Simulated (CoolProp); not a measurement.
Vapour-liquid equilibrium of propane (1) + R245fa (2) at 290.4 K; x and y are mole fractions of (1).

The numbers come from the multi-fluid Helmholtz-energy mixture model, Lemmon 2009 and Akasaka 2015; pair parameters Bell 2016 in CoolProp.

```
x      bubble pressure (kPa)  y at the bubble point  dew pressure at overall composition x (kPa)  liquid density (mol/L)
-----  ---------------------  ---------------------  -------------------------------------------  ----------------------
0.05                   243.6                  0.549                                        116.5                   10.17
0.125                  396.9                  0.729                                        126.5                   10.22
0.2                    502.0                  0.791                                        138.4                   10.27
0.275                  570.1                  0.820                                   (withheld)                   10.32
0.35              (withheld)                  0.837                                        170.1                   10.37
0.425                  640.2                  0.847                                   (withheld)                   10.43
0.5                    659.1                  0.855                                        220.4                   10.49
0.575             (withheld)                  0.863                                        258.3                   10.57
0.65                   690.6                  0.871                                        311.8                   10.66
0.725                  707.9                  0.883                                        392.0                   10.77
0.8                    727.3                  0.900                                        522.3                   10.91
0.875                  747.9             (withheld)                                        696.5                   11.08
0.95                   767.4                  0.964                                        761.5                   11.28
```

Task: Complete the blanks.

Result: 
- 0.275, dew pressure at overall composition x (kPa): 152.7
- 0.35, bubble pressure (kPa): 612.9
- 0.425, dew pressure at overall composition x (kPa): 192.1
- 0.575, bubble pressure (kPa): 674.9
- 0.875, y at the bubble point: 0.926

No azeotrope shows between x = 0.05 and 0.95.

The pair parameters rest on a limited set of measurements; away from them the model extrapolates. With so large a gap from Raoult's law the liquid may split in two, which this calculation doesn't test in full.
